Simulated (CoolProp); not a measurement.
Vapour pressure (MPa) of dimethyl carbonate: the reference equation beside estimates from Tc = 557.0 K, pc = 4.909 MPa, ω = 0.346.

Model: reference Helmholtz-energy equation of state, Zhou 2011, in CoolProp.

```tsv
T (K)	reference	van der Waals	Redlich-Kwong
436.1	0.6618	1.702	1.034
443.8	0.7750	1.847	1.173
451.5	0.9024	1.999	1.325
459.3	1.047	2.162	1.492
467	1.206	2.330	1.670
474.7	1.384	2.506	1.862
482.5	1.583	2.692	2.072
490.2	1.800	2.884	2.293
```

Absolute difference from the reference over all 8 rows, mean and median: van der Waals 103.5 and 99.8 %, Redlich-Kwong 41.0 and 40.5 %.
